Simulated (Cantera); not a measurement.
What does this Cantera script print?

```python
import numpy as np
import cantera as ct

gas_names = """
    CL CLO CL2 H HCL HOCL HO2 H2 H2O H2O2 O OH O2 O3 Si SiCL SiCL2 SiCL3 SiCL4 SiH SiHCL3 SiH2 SiH2CL2
    SiH3 SiH3CL SiH4 SiO SiO2 Si2 Si3
""".split()
cond_names = """
    H2O(s) H2O(L) Si(cr) Si(L) SiO2(Lqz) SiO2(hqz) SiO2(L)
""".split()


def load(file, names, dense=False):
    # The tables refer to 1 bar. Condensed volumes are neglected.
    table = {s.name: s for s in ct.Species.list_from_file(file)}
    out = []
    for n in names:
        d = dict(table[n].input_data)
        d["thermo"] = dict(d["thermo"], **{"reference-pressure": 1e5})
        if dense:
            d["equation-of-state"] = {"model": "constant-volume", "density": "1e6 g/cm^3"}
        out.append(ct.Species.from_dict(d))
    return out


gas = ct.Solution(thermo="ideal-gas", species=load("nasa_gas.yaml", gas_names))
cond = {s.name: ct.Solution(thermo="fixed-stoichiometry", species=[s], name=s.name)
        for s in load("nasa_condensed.yaml", cond_names, dense=True)}
atoms = {
    'SiCl4': {'Si': 1, 'CL': 4},
    'O3': {'O': 3},
    'H2': {'H': 2},
}
top_T = {}  # K; cautious upper limits of use, not melting points


def equilibrate(T, P, feed):
    n = {}
    for name, mol in feed.items():
        for a, k in atoms[name].items():
            n[a] = n.get(a, 0.0) + k * mol
    gas.TPX = T, P, n
    mass = sum(n.values()) * gas.mean_molecular_weight
    gas.equilibrate("TP")
    valid = [c for c in cond.values() if c.min_temp <= T <= top_T.get(c.name, c.max_temp)]
    mix = ct.Mixture([(gas, mass / gas.mean_molecular_weight)] + [(c, 0.0) for c in valid])
    mix.T, mix.P = T, P
    mix.equilibrate("TP", solver="vcs", rtol=1e-11, max_steps=5000)
    return mix


results = []
T = 900  # K
P = 18  # Pa
for m in [0.086, 0.19, 0.41, 0.88, 1.9, 4.2, 9.1]:
    feed = {'SiCl4': 1, 'O3': m, 'H2': 17}  # mol
    mix = equilibrate(T, P, feed)
    results.append((T, P, feed, dict(zip(mix.species_names, mix.species_moles))))
    x = sorted(zip(gas.X, gas.species_names), reverse=True)
    print(f"T = {T:g} K  P = {P:g} Pa  n(O3) = {m:g} mol  gas = {mix.phase_moles(0):.4g} mol")
    print("   x: " + "  ".join(f"{s} {v:.3e}" for v, s in x if v > 1e-06))
    print("   condensed (mol): " + ("  ".join(f"{mix.phase(i).name} {mix.phase_moles(i):.4g}"
          for i in range(1, mix.n_phases) if mix.phase_moles(i) > 1e-12) or "none"))
```

Output:

```
T = 900 K  P = 18 Pa  n(O3) = 0.086 mol  gas = 18.16 mol
   x: H2 9.170e-01  SiCL4 4.257e-02  HCL 3.501e-02  SiHCL3 3.167e-03  SiCL2 1.177e-03  SiCL3 1.025e-03  SiH2CL2 2.235e-05
   condensed (mol): SiO2(hqz) 0.129
T = 900 K  P = 18 Pa  n(O3) = 0.19 mol  gas = 18.29 mol
   x: H2 8.961e-01  HCL 6.483e-02  SiCL4 3.687e-02  SiHCL3 1.447e-03  SiCL3 4.740e-04  SiCL2 2.906e-04  SiH2CL2 5.390e-06
   condensed (mol): SiO2(hqz) 0.285
T = 900 K  P = 18 Pa  n(O3) = 0.41 mol  gas = 18.62 mol
   x: H2 8.466e-01  HCL 1.327e-01  SiCL4 2.016e-02  SiHCL3 3.652e-04  SiCL3 1.231e-04  SiCL2 3.582e-05
   condensed (mol): SiO2(hqz) 0.615
T = 900 K  P = 18 Pa  n(O3) = 0.88 mol  gas = 19 mol
   x: H2 7.558e-01  HCL 2.105e-01  H2O 3.368e-02
   condensed (mol): SiO2(hqz) 1
T = 900 K  P = 18 Pa  n(O3) = 1.9 mol  gas = 19 mol
   x: H2 5.947e-01  HCL 2.105e-01  H2O 1.947e-01
   condensed (mol): SiO2(hqz) 1
T = 900 K  P = 18 Pa  n(O3) = 4.2 mol  gas = 19 mol
   x: H2O 5.579e-01  H2 2.316e-01  HCL 2.105e-01
   condensed (mol): SiO2(hqz) 1
T = 900 K  P = 18 Pa  n(O3) = 9.1 mol  gas = 24.15 mol
   x: H2O 6.214e-01  O2 2.131e-01  HCL 1.652e-01  CL2 2.024e-04  CL 7.840e-05
   condensed (mol): SiO2(hqz) 1
```

Method: chemical equilibrium by Gibbs-energy minimisation in Cantera with the NASA 1993 tables (ideal gas, pure condensed phases). The tables' values for SiCl3 are old estimates; treat these amounts as uncertain.
